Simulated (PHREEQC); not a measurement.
A column of 0.2 m (30 cells, dispersivity 0.01 m, 720 s a shift, diffusion coefficient 3e-10 m²/s) holds 0.0086 eq of the database's cation exchanger X per kg of pore water, first in equilibrium with 7.7 mmol/kgw SrCl2, 61 mmol/kgw NaCl and 0.01 mmol/kgw HCl. It is flushed with 0.0011 mol LiCl, 0.0015 mol CdCl2 and 1e-05 mol HCl per kg of water, at 15 °C. Values are for the last cell. No CO2 enters from the air. Nothing may precipitate in this run.

Base run: PHREEQC, ion-association model, phreeqc.dat. Each further column changes one thing. The table gives Cd in solution (mol/kgw).

```tsv
pore volumes	base	exchange capacity from 0.0086 to 0.0043 eq/kgw	dispersivity from 0.01 to 0.02 m
0	0	0	0
0.7167	6.95e-5	0.000131	[?]
1.183	9.94e-5	0.000302	0.000241
1.883	0.000142	0.000482	[?]
2.583	0.000403	0.000898	0.000466
3.283	0.000685	0.00118	0.000711
3.75	0.000846	[?]	0.000852
4.45	0.00104	[?]	0.00102
5.15	0.00118	0.00146	0.00115
5.85	0.00129	0.00148	0.00124
6.317	0.00134	0.00149	0.00129
7.017	0.00139	0.00150	0.00135
```

### Question
Complete the blanks.

### Answer

- 0.7167, dispersivity from 0.01 to 0.02 m: 0.000164
- 1.883, dispersivity from 0.01 to 0.02 m: 0.000259
- 3.75, exchange capacity from 0.0086 to 0.0043 eq/kgw: 0.00130
- 4.45, exchange capacity from 0.0086 to 0.0043 eq/kgw: 0.00140
